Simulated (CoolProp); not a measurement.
Toluene along the isotherm 620 K: Z from the reference equation and from simpler models built on Tc = 591.7 K, pc = 4.126 MPa, ω = 0.266; each cubic takes its own stable root.

Computed with CoolProp (reference Helmholtz-energy equation of state, Lemmon 2006). It is a short technical equation, of lower accuracy than the large ones.

```
p (MPa)          phase  reference  Redlich-Kwong  Peng-Robinson
-------  -------------  ---------  -------------  -------------
5.16     supercritical          ?         0.4122         0.4368
10.3     supercritical     0.3732         0.4304              ?
15.5     supercritical     0.5103         0.5713         0.5234
20.6     supercritical          ?         0.7071         0.6444
25.8     supercritical     0.7752              ?         0.7651
30.9     supercritical     0.9019              ?         0.8807
36.1     supercritical      1.028          1.099         0.9964
41.3     supercritical      1.153          1.226          1.110
```

Q: What belongs in the gaps?

A: 
- 5.16, reference: 0.4243
- 10.3, Peng-Robinson: 0.3998
- 20.6, reference: 0.6430
- 25.8, Redlich-Kwong: 0.8417
- 30.9, Redlich-Kwong: 0.9706
